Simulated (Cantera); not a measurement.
Cantera run, input and output.

```python
import numpy as np
import cantera as ct

gas = ct.Solution("h2o2.yaml")
gas.TPX = 673, 101325, {'H2': 1, 'O2': 1, 'N2': 3.76}
flame = ct.FreeFlame(gas, width=0.04)
flame.set_refine_criteria(ratio=3, slope=0.08, curve=0.16)
flame.transport_model = "mixture-averaged"
flame.solve(loglevel=0, auto=True)
z, T = flame.grid, flame.T
thick = (T[-1] - T[0]) / np.gradient(T, z).max()
show = ['H2', 'O2', 'H2O', 'HO2', 'H', 'OH']
print(f"laminar burning velocity  {flame.velocity[0] * 100:.3f} cm/s")
print(f"burnt temperature         {T[-1]:.1f} K")
print(f"thermal thickness         {thick * 1e3:.4f} mm")
print(f"grid points               {len(z)}")
z0 = z[flame.heat_release_rate.argmax()]
print(f"{'z/mm':>9s}{'T/K':>9s}{'u/(m/s)':>9s}" + "".join(f"{s:>11s}" for s in show))
rows = []
for k in (-3, -2, -1.5, -1, -0.5, -0.25, 0, 0.25, 0.5, 1, 2, 4, 8):
    zz = z0 + k * thick
    rows.append([k * thick, np.interp(zz, z, T), np.interp(zz, z, flame.velocity),
                 *(np.interp(zz, z, flame.X[gas.species_index(s)]) for s in show)])
    print(f"{rows[-1][0] * 1e3:9.3f}{rows[-1][1]:9.1f}{rows[-1][2]:9.3f}" + "".join(f"{x:11.3e}" for x in rows[-1][3:]))
```

It prints:

```
laminar burning velocity  458.236 cm/s
burnt temperature         1945.9 K
thermal thickness         0.4402 mm
grid points               115
     z/mm      T/K  u/(m/s)         H2         O2        H2O        HO2          H         OH
   -1.321    673.0    4.582  1.736e-01  1.736e-01  1.348e-10  5.244e-11  1.238e-14  9.415e-16
   -0.880    673.0    4.582  1.736e-01  1.736e-01  9.412e-09  5.055e-09  7.861e-12  3.594e-13
   -0.660    673.0    4.582  1.735e-01  1.736e-01  1.232e-07  8.248e-08  8.806e-10  1.940e-11
   -0.440    673.3    4.579  1.725e-01  1.738e-01  1.005e-05  7.372e-06  4.211e-07  1.518e-08
   -0.220    715.5    4.800  1.582e-01  1.748e-01  3.375e-03  2.499e-04  2.928e-04  1.155e-04
   -0.110    907.3    5.949  1.226e-01  1.685e-01  2.647e-02  1.758e-04  3.537e-03  7.331e-04
    0.000   1214.8    7.806  6.318e-02  1.402e-01  8.615e-02  1.043e-04  1.274e-02  3.170e-03
    0.110   1447.9    9.235  2.305e-02  1.089e-01  1.387e-01  6.634e-05  1.634e-02  7.023e-03
    0.220   1576.3   10.011  1.166e-02  9.789e-02  1.576e-01  4.892e-05  1.335e-02  8.932e-03
    0.440   1705.4   10.765  7.319e-03  9.413e-02  1.682e-01  3.377e-05  7.740e-03  9.770e-03
    0.880   1810.8   11.360  4.541e-03  9.349e-02  1.758e-01  2.075e-05  3.348e-03  8.991e-03
    1.761   1881.4   11.749  2.255e-03  9.383e-02  1.816e-01  1.076e-05  1.075e-03  6.973e-03
    3.522   1920.1   11.960  8.971e-04  9.449e-02  1.852e-01  4.863e-06  2.581e-04  4.646e-03
```

Cantera simulation using the H2/O2 subset of GRI-Mech 3.0, which has no nitrogen chemistry; the numbers are that mechanism's predictions, not measurements. Burning velocities carry a grid error of a few per cent, more on coarse grids. Lean hydrogen flames are cellular in practice and burn faster than this planar one.
